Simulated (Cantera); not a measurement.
Charge: 1 mol c-C4F8, 0.41 mol H2, equilibrated at 0.000150 bar.

Cantera equilibrium calculation (NASA polynomials, part measured and part estimated; ideal gas, pure solids and liquids). Candidate condensed phases: C, C6H6, C7H8, C8H18; 110 gas species. Ions and electrons are included (thermal ionisation). The feed counts by its element totals alone. Kinetics and transport are ignored.

### Question
Which condensed phases are stable at each of these points (T (°C)): 2227, 2477, 2727, 2977, 3227, 3477, 3727, 3977, 4227, 4477, 4727?

### Answer
| T (°C) | condensed phases | C condensed (%) |
|---|---|---|
| 2227 | C(graphite) | 89.7 |
| 2477 | gas only | 0.0 |
| 2727 | gas only | 0.0 |
| 2977 | gas only | 0.0 |
| 3227 | gas only | 0.0 |
| 3477 | gas only | 0.0 |
| 3727 | gas only | 0.0 |
| 3977 | gas only | 0.0 |
| 4227 | gas only | 0.0 |
| 4477 | gas only | 0.0 |
| 4727 | gas only | 0.0 |

At 2227 °C the condensed part is C(graphite). From 2477 °C to 4727 °C nothing is condensed.
